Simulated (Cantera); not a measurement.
A Cantera script and its output.

```python
import numpy as np
import cantera as ct

gas = ct.Solution("gri30.yaml")
gas.TPX = 1598, 34000, {'CH4': 1, 'CO2': 1.6, 'H2': 1.2}
reactor = ct.IdealGasConstPressureReactor(gas, energy="off", clone=False)
net = ct.ReactorNet([reactor])
net.rtol, net.atol = 1e-08, 1e-18
show = ['CH4', 'CO2', 'H2', 'H', 'OH', 'C2H6', 'CH2O']
times = np.geomspace(0.0004, 90, 13)

steps = ct.SolutionArray(gas, extra=["t"])
rows = []
print(f"{'t/s':>10s}{'T/K':>9s}{'P/Pa':>11s}" + "".join(f"{s:>11s}" for s in show))
for t in times:
    while net.time < t:
        t_next = net.step()
        steps.append(gas.state, t=t_next)
    rows.append([np.interp(t, steps.t, y) for y in (steps.T, steps.P, *steps(*show).X.T)])
    print(f"{t:10.3e}{rows[-1][0]:9.1f}{rows[-1][1]:11.4g}" + "".join(f"{x:11.3e}" for x in rows[-1][2:]))
rate = np.gradient(steps.T, steps.t)
print("integrator steps:", len(steps.t))
if steps.T.max() > steps.T[0] + 200:
    print(f"time of steepest temperature rise: {steps.t[rate.argmax()]:.4e} s")
gas.TPX = 1598, 34000, {'CH4': 1, 'CO2': 1.6, 'H2': 1.2}
gas.equilibrate("TP")
print(f"equilibrium (TP): T = {gas.T:.1f} K  " + "  ".join(f"{s} {gas[s].X[0]:.3e}" for s in show))
```

Output:

```
       t/s      T/K       P/Pa        CH4        CO2         H2          H         OH       C2H6       CH2O
 4.000e-04   1598.0    3.4e+04  2.629e-01  4.209e-01  3.157e-01  1.297e-05  8.752e-08  1.799e-05  4.272e-07
 1.117e-03   1598.0    3.4e+04  2.622e-01  4.201e-01  3.154e-01  2.267e-05  1.546e-07  1.150e-04  2.903e-06
 3.120e-03   1598.0    3.4e+04  2.599e-01  4.169e-01  3.144e-01  2.868e-05  2.041e-07  2.268e-04  5.333e-06
 8.712e-03   1598.0    3.4e+04  2.530e-01  4.069e-01  3.124e-01  2.942e-05  2.360e-07  2.325e-04  5.436e-06
 2.433e-02   1598.0    3.4e+04  2.343e-01  3.792e-01  3.086e-01  2.988e-05  3.122e-07  2.105e-04  5.108e-06
 6.794e-02   1598.0    3.4e+04  1.907e-01  3.125e-01  2.985e-01  3.111e-05  5.118e-07  1.608e-04  4.329e-06
 1.897e-01   1598.0    3.4e+04  1.157e-01  1.919e-01  2.769e-01  3.420e-05  9.560e-07  8.174e-05  2.921e-06
 5.299e-01   1598.0    3.4e+04  4.667e-02  9.180e-02  2.787e-01  4.319e-05  1.447e-06  1.983e-05  1.312e-06
 1.480e+00   1598.0    3.4e+04  2.344e-02  6.764e-02  3.242e-01  5.274e-05  1.343e-06  5.295e-06  5.396e-07
 4.132e+00   1598.0    3.4e+04  1.666e-02  5.120e-02  3.766e-01  5.657e-05  9.571e-07  2.290e-06  2.338e-07
 1.154e+01   1598.0    3.4e+04  1.000e-02  3.622e-02  4.266e-01  5.979e-05  6.419e-07  7.341e-07  9.578e-08
 3.223e+01   1598.0    3.4e+04  4.302e-03  2.715e-02  4.587e-01  6.191e-05  4.697e-07  1.296e-07  4.794e-08
 9.000e+01   1598.0    3.4e+04  8.874e-04  2.425e-02  4.703e-01  6.272e-05  4.181e-07  5.386e-09  3.263e-08
integrator steps: 1538
equilibrium (TP): T = 1598.0 K  CH4 9.251e-08  CO2 2.388e-02  H2 4.721e-01  H 6.316e-05  OH 4.141e-07  C2H6 8.835e-17  CH2O 2.927e-08
```

Model: GRI-Mech 3.0 (53 species, 325 reactions), integrated in Cantera.
